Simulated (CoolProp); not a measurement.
Computed with CoolProp (reference Helmholtz-energy equation of state, Lemmon 2006). It is a short technical equation, of lower accuracy than the large ones.

Q: For neopentane, give the phase and the density (kg/m³), cp (kJ/(kg K)), expansivity (1/kK) at 550 K and 5330 kPa; 550 K and 16000 kPa.

A: 
- 550 K and 5330 kPa: supercritical; density 114, cp 3.19, expansivity 4.83
- 550 K and 16000 kPa: supercritical; density 338, cp 3.33, expansivity 3.26
